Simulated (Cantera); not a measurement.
Feed: 1 mol Ti(OiPr)4, 0.62 mol C3H8, held at 0.133 bar.

Method: chemical equilibrium by Gibbs-energy minimisation in Cantera with the NASA 1993 tables (ideal gas, pure condensed phases). Candidate condensed phases: C, C6H6, C7H8, C8H18, H2O, Ti, TiC, TiO, TiO2, Ti2O3, Ti3O5, Ti4O7; 113 gas species. The feed counts by its element totals alone. Mutual solubility and eutectic melting of coexisting phases are not modelled. TiC: taken at fixed stoichiometry. Condensed phases not in the tables: Magnéli phases beyond Ti4O7. Kinetics and transport are ignored.

x: gas mole fraction; n: condensed amount in mol.

```tsv
T (°C)	x H2	x CO	x CH4	x H2O	x CO2	n C(graphite)	n TiO2(rutile)	n Ti4O7(s)	n Ti3O5(s)	n TiC(s)
777	0.885	0.106	0.00598	0.00228	…	11.8	1.00	0	0	0
827	0.888	0.107	0.00377	0.00114	…	11.8	1.00	0	0	0
877	0.889	0.108	0.00247	0.000599	…	11.8	1.00	0	0	0
927	0.878	0.120	0.00162	0.000364	…	11.6	0	0.250	0	0
977	0.875	0.124	0.00112	0.000218	…	11.5	0	0	0.333	0
1027	0.875	0.124	0.000803	0.000132	…	11.5	0	0	0.333	0
1077	0.806	0.193	0.000500	0.000119	…	8.95	0	0	0.0118	0.965
1127	0.804	0.195	0.000372	7.80e-5	…	8.85	0	0	0	1.00
1177	0.804	0.195	0.000285	5.23e-5	…	8.86	0	0	0	1.00
1227	0.804	0.195	0.000222	3.60e-5	…	8.86	0	0	0	1.00
1277	0.804	0.195	0.000175	2.54e-5	…	8.86	0	0	0	1.00
1327	0.804	0.195	0.000141	1.83e-5	…	8.86	0	0	0	1.00
1377	0.804	0.195	0.000115	1.35e-5	…	8.86	0	0	0	1.00
```

Task: Some entries are withheld; supply them.

Result: 
- 777, x CO2: 0.000322
- 827, x CO2: 0.000136
- 877, x CO2: 6.12e-5
- 927, x CO2: 3.62e-5
- 977, x CO2: 1.97e-5
- 1027, x CO2: 1.06e-5
- 1077, x CO2: 1.45e-5
- 1127, x CO2: 8.73e-6
- 1177, x CO2: 5.33e-6
- 1227, x CO2: 3.38e-6
- 1277, x CO2: 2.20e-6
- 1327, x CO2: 1.48e-6
- 1377, x CO2: 1.02e-6
